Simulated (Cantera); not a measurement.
An adiabatic, constant-volume homogeneous reactor starts with C3H8 : O2 : N2 = 1 : 5.95 : 22.4 (molar parts), at 1175 K and 3.80 bar.

Model: GRI-Mech 3.0 (53 species, 325 reactions), integrated in Cantera. GRI-Mech 3.0 was tuned for natural gas; its chemistry of propane as a main component is partial and can be far from experiment.

One state of this run: T (K) = 2866; P (bar) = 9.81; x C3H8 = <1e-12; x O2 = 0.0331; x HCN = 1.59e-9; x NO = 0.0153; x N2O = 2.56e-6; x CH4 = <1e-12. x: mole fraction; the columns are a selection and need not sum to one.

Question: Which value of t (s) does it belong to?
A) 0.00464
B) 0.000215
C) 0.00215
D) 0.0215

Answer: D, 0.0215
